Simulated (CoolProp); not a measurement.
Properties of R113 along the isobar 8850 kPa.

Values from CoolProp's reference Helmholtz-energy equation of state, Marx 1992.

| T (K) | phase | density (kg/m³) | speed of sound (m/s) | Joule-Thomson coefficient (K/MPa) | fugacity coefficient |
|---|---|---|---|---|---|
| 330.9 | liquid | 1513 | 650.1 | -0.3561 | 0.02239 |
| 352.1 | liquid | 1464 | [?] | -0.3124 | [?] |
| 373.2 | liquid | 1414 | 538.1 | -0.2576 | 0.06381 |
| 394.3 | liquid | 1361 | 485.4 | -0.1870 | 0.09633 |
| 415.5 | liquid | 1304 | [?] | -0.09277 | 0.1375 |
| 436.6 | liquid | 1244 | 384.1 | 0.03553 | [?] |
| 457.7 | liquid | 1178 | 335.4 | 0.2176 | 0.2426 |
| 478.9 | liquid | [?] | 287.7 | 0.4887 | 0.3044 |
| 500 | supercritical | 1021 | 242.5 | 0.9045 | 0.3694 |

Question: Fill in the missing entries.

Answer: 
- 352.1, speed of sound (m/s): 592.7
- 352.1, fugacity coefficient: 0.03946
- 415.5, speed of sound (m/s): 434.0
- 436.6, fugacity coefficient: 0.1865
- 478.9, density (kg/m³): 1104
